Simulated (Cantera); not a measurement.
Feed: 1 mol Fe₃O₄, 4.6 mol CH₄, 1.8 mol CO, held at 10.0 mbar.

Cantera equilibrium calculation (NASA polynomials, part measured and part estimated; ideal gas, pure solids and liquids). Candidate condensed phases: C, C₆H₆, C₇H₈, C₈H₁₈, Fe, Fe(CO)₅, FeO, Fe(OH)₂, Fe(OH)₃, Fe₂O₃, Fe₃O₄, H₂O; 114 gas species. Iron dissolves carbon and melts from about 1420 K in contact with it, which pure phases cannot show. Condensed phases not in the tables: cementite and carbon dissolved in iron. The numbers say what is thermodynamically allowed, not how fast it happens.

x: gas mole fraction; n: condensed amount in mol.

```json
[
 {"T (K)": "1723", "x H₂": "0.612", "x CO": "0.386", "x Fe": "0.000913", "x H": "0.00143", "n C(graphite)": "0.598", "n Fe(δ)": "2.99", "n Fe(l)": "0"},
 {"T (K)": "1773", "x H₂": "0.610", "x CO": "0.385", "x Fe": "___", "x H": "___", "n C(graphite)": "0.597", "n Fe(δ)": "2.97", "n Fe(l)": "0"},
 {"T (K)": "1823", "x H₂": "0.608", "x CO": "0.384", "x Fe": "0.00407", "x H": "0.00338", "n C(graphite)": "0.596", "n Fe(δ)": "0", "n Fe(l)": "2.94"},
 {"T (K)": "1873", "x H₂": "0.604", "x CO": "0.383", "x Fe": "0.00791", "x H": "0.00502", "n C(graphite)": "0.594", "n Fe(δ)": "0", "n Fe(l)": "2.88"},
 {"T (K)": "1923", "x H₂": "0.598", "x CO": "0.380", "x Fe": "0.0148", "x H": "0.00729", "n C(graphite)": "0.592", "n Fe(δ)": "0", "n Fe(l)": "2.77"},
 {"T (K)": "1973", "x H₂": "0.588", "x CO": "0.374", "x Fe": "0.0268", "x H": "0.0103", "n C(graphite)": "0.588", "n Fe(δ)": "0", "n Fe(l)": "2.58"},
 {"T (K)": "2023", "x H₂": "0.572", "x CO": "0.366", "x Fe": "0.0471", "x H": "0.0144", "n C(graphite)": "0.584", "n Fe(δ)": "0", "n Fe(l)": "2.25"},
 {"T (K)": "2073", "x H₂": "0.548", "x CO": "0.352", "x Fe": "___", "x H": "___", "n C(graphite)": "0.578", "n Fe(δ)": "0", "n Fe(l)": "___"},
 {"T (K)": "2123", "x H₂": "0.510", "x CO": "0.330", "x Fe": "0.133", "x H": "0.0256", "n C(graphite)": "0.570", "n Fe(δ)": "0", "n Fe(l)": "0.658"},
 {"T (K)": "2173", "x H₂": "0.485", "x CO": "0.317", "x Fe": "0.164", "x H": "0.0336", "n C(graphite)": "0.561", "n Fe(δ)": "0", "n Fe(l)": "0"},
 {"T (K)": "2223", "x H₂": "0.476", "x CO": "0.315", "x Fe": "0.163", "x H": "0.0442", "n C(graphite)": "0.549", "n Fe(δ)": "0", "n Fe(l)": "0"},
 {"T (K)": "2273", "x H₂": "0.466", "x CO": "0.313", "x Fe": "0.162", "x H": "0.0573", "n C(graphite)": "0.534", "n Fe(δ)": "0", "n Fe(l)": "0"},
 {"T (K)": "2323", "x H₂": "0.453", "x CO": "0.310", "x Fe": "0.161", "x H": "0.0733", "n C(graphite)": "0.517", "n Fe(δ)": "0", "n Fe(l)": "0"},
 {"T (K)": "2373", "x H₂": "0.438", "x CO": "0.307", "x Fe": "0.159", "x H": "0.0925", "n C(graphite)": "0.496", "n Fe(δ)": "0", "n Fe(l)": "0"}
]
```

Problem. Complete the blanks.

Solution. 
- 1773, x Fe: 0.00198
- 1773, x H: 0.00222
- 2073, x Fe: 0.0803
- 2073, x H: 0.0195
- 2073, n Fe(l): 1.68
